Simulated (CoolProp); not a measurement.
Vapour-liquid equilibrium of R22 (1) + R142b (2) at 0.783 MPa; x and y are mole fractions of (1).

Values from CoolProp's multi-fluid Helmholtz-energy mixture model, Kamei 1995 and Lemmon 2006; pair parameters Bell 2016.

| x | bubble temperature (°C) | y at the bubble point | dew temperature at overall composition x (°C) | liquid density (mol/L) |
|---|---|---|---|---|
| 0.05 | 52.4 | 0.106 | 54.0 | 10.42 |
| 0.125 | 48.3 | 0.245 | 51.9 | 10.70 |
| 0.2 | 44.5 | 0.365 | 49.7 | 10.97 |
| 0.275 | 40.9 | 0.468 | 47.4 | 11.25 |
| 0.35 | 37.6 | 0.559 | 44.9 | 11.53 |
| 0.425 | 34.5 | 0.638 | 42.4 | 11.82 |
| 0.5 | 31.5 | 0.709 | 39.8 | 12.12 |
| 0.575 | 28.6 | 0.771 | 37.0 | 12.42 |
| 0.65 | 25.9 | 0.826 | 34.0 | 12.72 |
| 0.725 | 23.3 | 0.874 | 30.8 | 13.03 |
| 0.8 | 20.8 | 0.916 | 27.2 | 13.35 |
| 0.875 | 18.4 | 0.952 | 23.2 | 13.68 |
| 0.95 | 16.1 | 0.982 | 18.5 | 14.00 |

No azeotrope shows between x = 0.05 and 0.95.

The pair parameters rest on a limited set of measurements; away from them the model extrapolates.
